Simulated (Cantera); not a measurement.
Ignition delay

Mixture: 7.52 % CH4, 0.451 % H2, 19.3 % O2, 72.7 % N2, equivalence ratio 0.79, at 2200000 Pa, adiabatic and at constant volume. Ignition delay is the time to a rise of 400 K.

Detailed kinetics in Cantera: GRI-Mech 3.0 (53 species, 325 reactions). The pressure lies above the range GRI-Mech 3.0 was tuned for (to about 10 atm). Below about 1000 K GRI-Mech 3.0 lacks low-temperature oxidation paths. Below about 950 K walls govern HO2 and H2O2 in real vessels.

```json
[
 {"T0 (K)": "925", "delay (ms)": "64.4"},
 {"T0 (K)": "1000", "delay (ms)": "13.4"},
 {"T0 (K)": "1075", "delay (ms)": "3.89"},
 {"T0 (K)": "1150", "delay (ms)": "1.47"},
 {"T0 (K)": "1225", "delay (ms)": "0.658"},
 {"T0 (K)": "1300", "delay (ms)": "0.323"},
 {"T0 (K)": "1375", "delay (ms)": "0.166"},
 {"T0 (K)": "1450", "delay (ms)": "0.0883"},
 {"T0 (K)": "1525", "delay (ms)": "0.0481"},
 {"T0 (K)": "1600", "delay (ms)": "0.0270"}
]
```

The apparent activation energy between 1450 and 1600 K comes out as 150 kJ/mol.
